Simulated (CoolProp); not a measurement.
R507A along the isotherm 500 K: fugacity coefficient from the reference equation and from simpler models built on Tc = 343.8 K, pc = 3.705 MPa, ω = 0.286; each cubic takes its own stable root.

Computed with CoolProp (reference Helmholtz-energy equation of state, Lemmon 2003). It is a pseudo-pure fit of the blend.

```csv
p (MPa),phase,reference,van der Waals,Redlich-Kwong,Soave-Redlich-Kwong,Peng-Robinson
0.0586,gas,0.9986,0.9982,0.9983,0.9988,0.9985
0.0946,gas,0.9977,0.9971,0.9972,0.9981,0.9975
0.153,gas,0.9963,0.9953,0.9956,0.9970,0.9960
0.247,gas,0.9941,0.9925,0.9928,0.9951,0.9935
0.399,gas,0.9904,0.9878,0.9884,0.9922,0.9896
0.645,gas,0.9846,0.9804,0.9814,0.9874,0.9833
1.04,gas,0.9754,0.9684,0.9702,0.9798,0.9733
1.68,gas,0.9606,0.9493,0.9524,0.9679,0.9576
2.72,gas,0.9374,0.9188,0.9245,0.9493,0.9334
4.39,supercritical,0.9022,0.8712,0.8820,0.9214,0.8975
7.1,supercritical,0.8504,0.7991,0.8202,0.8819,0.8473
11.5,supercritical,0.7822,0.7058,0.7413,0.8335,0.7860
18.5,supercritical,0.7142,0.6338,0.6693,0.7932,0.7303
```
